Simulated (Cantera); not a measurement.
A closed system holds: 1 mol Si3N4, a varied amount of CO2, 230 mol N2, equilibrated at 1498.15 K and 0.00698 Torr.

Cantera equilibrium calculation (NASA polynomials, part measured and part estimated; ideal gas, pure solids and liquids). Candidate condensed phases: C, Si, SiC, SiO2, Si2N2O, Si3N4; 34 gas species. Mutual solubility and eutectic melting of coexisting phases are not modelled. The tables hold silica as quartz up to 1696 K and as liquid above; real silica turns to tridymite and cristobalite and melts near 1996 K. Rates play no part.

Which condensed phases are stable at each of these points (n(CO2) (mol)): 0.34, 0.92, 1.5, 2.1, 2.7, 3.3, 3.8, 4.4?


| n(CO2) (mol) | condensed phases | Si condensed (%) |
|---|---|---|
| 0.34 | Si(s) + SiC(s) | 69.3 |
| 0.92 | Si(s) + SiC(s) | 31.6 |
| 1.5 | SiC(s) | 23.8 |
| 2.1 | SiC(s) | 14.1 |
| 2.7 | SiC(s) | 4.3 |
| 3.3 | SiO2(β-quartz) | 9.3 |
| 3.8 | SiO2(β-quartz) | 25.8 |
| 4.4 | SiO2(β-quartz) | 45.2 |

From 0.34 mol CO2 to 0.92 mol CO2 the condensed part is Si(s) + SiC(s). From 1.5 mol CO2 to 2.7 mol CO2 the condensed part is SiC(s). From 3.3 mol CO2 to 4.4 mol CO2 the condensed part is SiO2(β-quartz).
